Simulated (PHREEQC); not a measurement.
Make-up at 25 °C: 1.1 mol/kgw HCl, 0.0032 mol/kgw ZnSO4 and 0.00018 mol/kgw NiSO4. Closed to the air; pH follows from the charge balance.

Computed with PHREEQC (ion-association model, wateq4f.dat).

This is a speciation only: nothing precipitates in the calculation.

Task: Order these Ni species by the share of Ni that they hold, largest first: NiCl2, Ni+2, NiCl+.

Result: NiCl2 (41 %), Ni+2 (32 %), NiCl+ (27 %)

The pH is 0.09 and the ionic strength 1.10 mol/kgw. Caution: at this ionic strength the ion-association model is outside its range; a Pitzer model would be the better tool where its parameters exist. Species that the database lacks are ignored.
